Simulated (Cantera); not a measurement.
Cantera run:

```python
import numpy as np
import cantera as ct

gas_names = """
    H HNO HNO2 HNO3 HO2 H2 H2O H2O2 N NH NH2 NH3 NH2OH NO NO2 NO3 N2 N2H2 N2H4 N2O O OH O2 O3 Si SiH
    SiH2 SiH3 SiH4 SiN SiO SiO2 Si2 Si2N Si3
""".split()
cond_names = """
    H2O(s) H2O(L) Si(cr) Si(L) SiO2(Lqz) SiO2(hqz) SiO2(L) Si2N2O(s) Si3N4(a)
""".split()


# ... load() reads the species with a 1 bar reference pressure and builds the phases ...
atoms = {
    'Si3N4': {'Si': 3, 'N': 4},
    'N2O': {'N': 2, 'O': 1},
    'N2': {'N': 2},
    'H2O': {'H': 2, 'O': 1},
}
top_T = {'Si2N2O(s)': 2100, 'Si3N4(a)': 2400}  # K; cautious upper limits of use, not melting points


# ... equilibrate(T, P, feed) seeds the gas with the atoms and calls Mixture.equilibrate('TP', solver="vcs", rtol=1e-11, max_steps=5000) ...
results = []
feed = {'Si3N4': 1, 'N2O': 0.44, 'N2': 1.9, 'H2O': 0.021}  # mol
T = 1400  # K
P = 100000  # Pa
mix = equilibrate(T, P, feed)
results.append((T, P, feed, dict(zip(mix.species_names, mix.species_moles))))
x = sorted(zip(gas.X, gas.species_names), reverse=True)
print(f"T = {T:g} K  P = {P:g} Pa  gas = {mix.phase_moles(0):.4g} mol")
print("   x: " + "  ".join(f"{s} {v:.3e}" for v, s in x if v > 1e-05))
print("   condensed (mol): " + ("  ".join(f"{mix.phase(i).name} {mix.phase_moles(i):.4g}"
      for i in range(1, mix.n_phases) if mix.phase_moles(i) > 1e-12) or "none"))
```

It prints:

```
T = 1400 K  P = 100000 Pa  gas = 2.515 mol
   x: N2 9.916e-01  H2 8.351e-03
   condensed (mol): Si2N2O(s) 0.461  Si3N4(a) 0.6927
```

Equilibrium computed with Cantera from the NASA thermochemical tables; the gas is ideal and each condensed phase is pure. Mutual solubility and eutectic melting of coexisting phases are not modelled.
